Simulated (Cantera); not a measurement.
Charge: 1 mol SiC, 0.0081 mol H₂O, 51 mol N₂, at 0.000975 Torr.

Cantera equilibrium calculation (NASA polynomials, part measured and part estimated; ideal gas, pure solids and liquids). Candidate condensed phases: C, C₆H₆, C₇H₈, C₈H₁₈, H₂O, Si, SiC, SiO₂, Si₂N₂O, Si₃N₄; 151 gas species. N₂ is the only nitrogen source here; it is nearly inert below about 1500 K, so the nitride shown seldom forms there in practice. Rates play no part. All values below are at 1000 K.

Base state: N₂ 1.000, H₂ 0.000159 (mole fractions); condensed: C(graphite) + SiC(s) + Si₂N₂O(s).

Q: What changes in the equilibrium state with this change: H₂O from 0.0081 to 0.4 mol?

A: 
```tsv
species	before	after
N₂	1.000	0.992
H₂	0.000159	0.00784
C(graphite), mol	0.0158	0.800
SiC(s), mol	0.984	0.200
Si₂N₂O(s), mol	0.00796	0.400
```
